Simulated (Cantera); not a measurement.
Charge: 1 mol Pb, a varied amount of CO2, 150 mol N2, held at 1098 K and 1950 Torr.

Equilibrium computed with Cantera from the NASA thermochemical tables; the gas is ideal and each condensed phase is pure. Candidate condensed phases: C, Pb, PbO, PbO2, Pb3O4; 27 gas species. Kinetics and transport are ignored.

Problem. At 0.086 mol CO2, list the 3 most abundant gas species with their mole fractions, and the condensed phases.

Solution. N2 0.999, CO2 0.000572, Pb 4.49e-5. Condensed: Pb(l).
